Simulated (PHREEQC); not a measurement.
1 kg of water holding 0.14 mol KCl meets 20 L of dry gas (N2 1 by moles) at fixed total pressure, at 80 °C; fugacities by Peng-Robinson. The gases take part in no redox reaction, some water evaporates into the gas, and hydrates or a liquid gas phase aren't modelled. Nothing may precipitate in this run.

The numbers come from PHREEQC with the ion-association model, phreeqc.dat.

Question: Predict dissolved N2 (mol/kgw) at P (atm) = 2, 100.

Answer: 
```tsv
P (atm)	dissolved N2 (mol/kgw)
2	0.000676
100	0.0399
```

Constants without temperature data keep their 25 °C values here.
